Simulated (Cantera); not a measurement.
A diamond (100) surface in a fixed gas of H2 with x(CH4) = 0.0071, x(CH3) = 0.0014, at 1325 K, 0.118 atm; coverages are run to steady state.

Detailed kinetics in Cantera: the Harris–Goodwin 1993 mechanism for the reconstructed diamond (100) surface.

θ: site fractions in the mechanism's names (c6HH fully hydrogenated, c6H* and c6*H radical sites, c6** diradical, c6HM methylated).

```csv
x(H),growth (µm/h),θ c6HH,θ c6H*,θ c6*H,θ c6**,θ c6HM
0.0001,___,0.668,0.0283,0.290,0.00318,0.00175
0.0002,___,0.563,0.0368,0.377,0.00702,0.00239
0.00039,___,0.484,0.0430,0.441,0.0131,0.00300
0.00077,___,0.430,0.0470,0.482,0.0214,0.00358
0.0015,___,0.398,0.0493,0.505,0.0304,0.00407
0.003,___,0.379,0.0505,0.517,0.0386,0.00439
0.0059,___,0.369,0.0512,0.523,0.0444,0.00443
0.012,___,0.364,0.0517,0.527,0.0482,0.00412
0.023,___,0.362,0.0521,0.528,0.0503,0.00354
```

Task: Fill in the missing entries.

Result: 
- 0.0001, growth (µm/h): 0.923
- 0.0002, growth (µm/h): 2.84
- 0.00039, growth (µm/h): 6.65
- 0.00077, growth (µm/h): 12.9
- 0.0015, growth (µm/h): 21.4
- 0.003, growth (µm/h): 32.9
- 0.0059, growth (µm/h): 48.1
- 0.012, growth (µm/h): 71.5
- 0.023, growth (µm/h): 101
